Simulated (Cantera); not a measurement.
**Adiabatic ignition**

An adiabatic, constant-volume homogeneous reactor starts with CH4 : O2 : N2 = 1 : 5.56 : 20.9 (molar parts), equivalence ratio 0.36, at 1625 K and 0.316 atm.

Model: GRI-Mech 3.0 (53 species, 325 reactions), integrated in Cantera.

| t (s) | T (K) | P (bar) | x CH4 | x O2 | x CH2O | x H2O | x HO2 |
|---|---|---|---|---|---|---|---|
| 2.00e-6 | 1625 | 0.320 | 0.0364 | 0.202 | 5.08e-10 | 6.67e-9 | 7.59e-8 |
| 5.41e-6 | 1625 | 0.320 | 0.0364 | 0.202 | 4.62e-9 | 7.33e-8 | 2.05e-7 |
| 1.46e-5 | 1625 | 0.320 | 0.0364 | 0.202 | 4.35e-8 | 4.58e-7 | 5.48e-7 |
| 3.95e-5 | 1625 | 0.320 | 0.0364 | 0.202 | 3.89e-7 | 1.99e-6 | 1.45e-6 |
| 0.000107 | 1625 | 0.320 | 0.0364 | 0.202 | 3.53e-6 | 9.71e-6 | 3.69e-6 |
| 0.000288 | 1625 | 0.320 | 0.0363 | 0.202 | 4.04e-5 | 7.62e-5 | 8.83e-6 |
| 0.000780 | 1654 | 0.326 | 0.0310 | 0.198 | 0.00140 | 0.00457 | 0.000128 |
| 0.00211 | 2398 | 0.478 | <1e-12 | 0.125 | 1.14e-12 | 0.0635 | 4.40e-6 |
| 0.00570 | 2445 | 0.486 | <1e-12 | 0.125 | <1e-12 | 0.0653 | 5.63e-6 |
| 0.0154 | 2439 | 0.484 | <1e-12 | 0.123 | <1e-12 | 0.0655 | 5.49e-6 |
| 0.0416 | 2429 | 0.482 | <1e-12 | 0.121 | <1e-12 | 0.0658 | 5.27e-6 |
| 0.112 | 2423 | 0.481 | <1e-12 | 0.119 | <1e-12 | 0.0659 | 5.13e-6 |
| 0.304 | 2422 | 0.481 | <1e-12 | 0.119 | <1e-12 | 0.0660 | 5.12e-6 |
| 0.821 | 2422 | 0.481 | <1e-12 | 0.119 | <1e-12 | 0.0660 | 5.12e-6 |
| 2.22 | 2422 | 0.481 | <1e-12 | 0.119 | <1e-12 | 0.0660 | 5.12e-6 |
| 6.00 | 2422 | 0.481 | <1e-12 | 0.119 | <1e-12 | 0.0660 | 5.12e-6 |
x: mole fraction; the columns are a selection and need not sum to one.

The time of steepest temperature rise comes out as 0.892 ms and the temperature at 6.00 s comes out as 2422 K. The equilibrium temperature is 2422 K, the x(CH4) at 6.00 s comes out as <1e-12 (gas-phase equilibrium <1e-12) and the x(O2) at 6.00 s comes out as 0.119 (gas-phase equilibrium 0.119). The x(CH2O) at 6.00 s comes out as <1e-12 (gas-phase equilibrium <1e-12).
